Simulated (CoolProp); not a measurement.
The numbers come from the reference Helmholtz-energy equation of state, Lemmon 2006 in CoolProp. It is a short technical equation, of lower accuracy than the large ones.

Q: For R141b, give the phase and the cp (kJ/(kg K)), isothermal compressibility (1/MPa) at 12.25 °C and 0.85 MPa; 48.75 °C and 0.85 MPa; 60.95 °C and 0.85 MPa.

A: 
- 12.25 °C and 0.85 MPa: liquid; cp 1.14, isothermal compressibility 0.00149
- 48.75 °C and 0.85 MPa: liquid; cp 1.19, isothermal compressibility 0.00222
- 60.95 °C and 0.85 MPa: liquid; cp 1.21, isothermal compressibility 0.00257
